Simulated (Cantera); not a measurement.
# Adiabatic ignition

An adiabatic, constant-volume homogeneous reactor starts with 0.819 % C₃H₈, 9.09 % O₂, 90.1 % N₂, at 1600 K and 4580 Torr.

Computed with Cantera and GRI-Mech 3.0 (53 species, 325 reactions). GRI-Mech 3.0 was tuned for natural gas; its chemistry of propane as a main component is partial and can be far from experiment.

| t (s) | T (K) | P (bar) | x C₃H₈ | x O₂ | x NO | x C₂H₄ | x NO₂ |
|---|---|---|---|---|---|---|---|
| 2.00e-6 | 1596 | 6.09 | 0.00753 | 0.0907 | 1.45e-11 | 0.000600 | <1e-12 |
| 4.92e-6 | 1595 | 6.10 | 0.00608 | 0.0899 | 1.85e-10 | 0.00200 | 1.21e-12 |
| 1.21e-5 | 1646 | 6.35 | 0.00117 | 0.0829 | 8.66e-9 | 0.00535 | 1.49e-10 |
| 2.98e-5 | 2056 | 7.96 | <1e-12 | 0.0510 | 1.52e-5 | <1e-12 | 4.82e-8 |
| 7.34e-5 | 2156 | 8.30 | <1e-12 | 0.0494 | 3.38e-5 | <1e-12 | 1.15e-7 |
| 0.000181 | 2176 | 8.37 | <1e-12 | 0.0493 | 4.49e-5 | <1e-12 | 9.37e-8 |
| 0.000445 | 2179 | 8.38 | <1e-12 | 0.0493 | 5.87e-5 | <1e-12 | 1.08e-7 |
| 0.00110 | 2178 | 8.38 | <1e-12 | 0.0493 | 9.09e-5 | <1e-12 | 1.67e-7 |
| 0.00270 | 2178 | 8.38 | <1e-12 | 0.0492 | 0.000169 | <1e-12 | 3.11e-7 |
| 0.00664 | 2178 | 8.37 | <1e-12 | 0.0491 | 0.000359 | <1e-12 | 6.58e-7 |
| 0.0163 | 2176 | 8.37 | <1e-12 | 0.0489 | 0.000801 | <1e-12 | 1.47e-6 |
| 0.0402 | 2174 | 8.36 | <1e-12 | 0.0484 | 0.00175 | <1e-12 | 3.21e-6 |
| 0.0990 | 2169 | 8.34 | <1e-12 | 0.0476 | 0.00341 | <1e-12 | 6.22e-6 |
| 0.244 | 2163 | 8.32 | <1e-12 | 0.0467 | 0.00514 | <1e-12 | 9.35e-6 |
| 0.600 | 2162 | 8.31 | <1e-12 | 0.0464 | 0.00577 | <1e-12 | 1.05e-5 |
x: mole fraction; the columns are a selection and need not sum to one.

```yaml
time_of_steepest_temperature_rise: 15.3 µs
temperature at 0.600 s: 2162 K
equilibrium_temperature: 2161 K
x(C₃H₈) at 0.600 s: <1e-12 (gas-phase equilibrium <1e-12)
x(O₂) at 0.600 s: 0.0464 (gas-phase equilibrium 0.0464)
x(NO) at 0.600 s: 0.00577 (gas-phase equilibrium 0.00579)
```
